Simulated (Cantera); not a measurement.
A perfectly stirred reactor is fed with H₂ : O₂ = 0.08 : 1 (molar parts), equivalence ratio 0.040, at 8.25 Torr; it is held at 1000 K, and followed from long to short residence time.

Cantera simulation using GRI-Mech 3.0 (53 species, 325 reactions); the numbers are that mechanism's predictions, not measurements. Radical loss at walls, strong at low pressure, is not modelled. The temperature is held fixed by assumption; the heat of reaction is taken as removed at once.

### Question
Predict: x(H₂) at τ = 24.0 s; x(O₂) at τ = 24.0 s; x(HO₂) at τ = 24.0 s; x(H₂O) at τ = 24.0 s; x(OH) at τ = 24.0 s; x(H₂) at τ = 0.190 s; x(O₂) at τ = 0.190 s; x(HO₂) at τ = 0.190 s; x(H₂O) at τ = 0.190 s; x(OH) at τ = 0.190 s.

### Answer
x(H₂) at τ = 24.0 s: 9.72e-5
x(O₂) at τ = 24.0 s: 0.923
x(HO₂) at τ = 24.0 s: 1.29e-6
x(H₂O) at τ = 24.0 s: 0.0767
x(OH) at τ = 24.0 s: 0.000181
x(H₂) at τ = 0.190 s: 0.00164
x(O₂) at τ = 0.190 s: 0.918
x(HO₂) at τ = 0.190 s: 5.67e-6
x(H₂O) at τ = 0.190 s: 0.0737
x(OH) at τ = 0.190 s: 0.00106
